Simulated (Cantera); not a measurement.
A closed system holds: 1 mol Al, 0.05 mol H2O, 67 mol H2, a varied amount of NH3, equilibrated at 702 °C and 0.100 bar.

Equilibrium computed with Cantera from the NASA thermochemical tables; the gas is ideal and each condensed phase is pure. Candidate condensed phases: Al, AlN, Al2O3, H2O; 35 gas species. Rates play no part.

x: gas mole fraction; n: condensed amount in mol.

```
n(NH3) (mol)   x H2     x N2   x NH3    x H2O  n Al(l)  n AlN(s)  n Al2O3(s)
------------  -----  -------  ------  -------  -------  --------  ----------
0.25           1.00   <1e-12  <1e-12   <1e-12    0.717     0.250      0.0167
0.42           1.00   <1e-12  <1e-12   <1e-12    0.547     0.420      0.0167
0.69           1.00   <1e-12  <1e-12   <1e-12    0.277     0.690      0.0167
1.2           0.998  0.00169     ___  2.21e-8        0     0.967      0.0167
1.9           0.993  0.00663     ___  3.47e-8        0     0.967      0.0167
3.2           0.985   0.0153     ___  4.54e-8        0     0.967      0.0167
5.3           0.972   0.0281     ___  5.49e-8        0     0.967      0.0167
8.8           0.953   0.0465     ___  6.37e-8        0     0.967      0.0167
15            0.927   0.0727     ___  7.19e-8        0     0.967      0.0167
```

Problem. Some entries are withheld; supply them.

Solution. 
- 1.2, x NH3: 2.83e-6
- 1.9, x NH3: 5.56e-6
- 3.2, x NH3: 8.34e-6
- 5.3, x NH3: 1.11e-5
- 8.8, x NH3: 1.39e-5
- 15, x NH3: 1.66e-5
